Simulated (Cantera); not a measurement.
Charge: 1 mol CF4, 2.8 mol F2, at 19.0 Pa.

Method: chemical equilibrium by Gibbs-energy minimisation in Cantera with the NASA 1993 tables (ideal gas, pure condensed phases). Candidate condensed phases: C; 13 gas species. Gases not in the tables: C2F6 and larger saturated fluorocarbons. Rates play no part.

**Question.** At 1725 K, list the 4 most abundant gas species with their mole fractions, and the condensed phases.

**Answer.** F 0.848, CF4 0.151, CF3 1.70e-5, CF2 1.34e-5. Condensed: gas only.
